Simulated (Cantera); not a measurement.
## NO annealing gas

A perfectly stirred reactor is fed with 40.0 % NO, 60.0 % N2, at 20.0 Torr; it is held at 2175 K, and followed from long to short residence time.

Cantera simulation using GRI-Mech 3.0 (53 species, 325 reactions); the numbers are that mechanism's predictions, not measurements. Radical loss at walls, strong at low pressure, is not modelled.

```tsv
τ (s)	x NO	x N2	x NO2	x N2O	x O	x O2
8.9	0.0582	0.769	1.12e-5	9.00e-7	0.00576	0.167
3.8	0.102	0.747	1.83e-5	2.73e-6	0.00538	0.146
1.6	0.179	0.709	2.75e-5	8.82e-6	0.00467	0.108
0.68	0.277	0.660	3.14e-5	2.36e-5	0.00358	0.0592
0.29	0.351	0.624	2.50e-5	4.32e-5	0.00242	0.0231
0.12	0.384	0.607	1.63e-5	5.72e-5	0.00156	0.00701
0.051	0.395	0.602	1.03e-5	6.30e-5	0.000971	0.00192
0.022	0.398	0.601	5.87e-6	6.18e-5	0.000524	0.000441
0.0092	0.400	0.600	2.61e-6	5.16e-5	0.000226	7.69e-5
0.0039	0.400	0.600	9.48e-7	3.54e-5	8.68e-5	1.22e-5
```
x: mole fraction; the columns are a selection and need not sum to one.
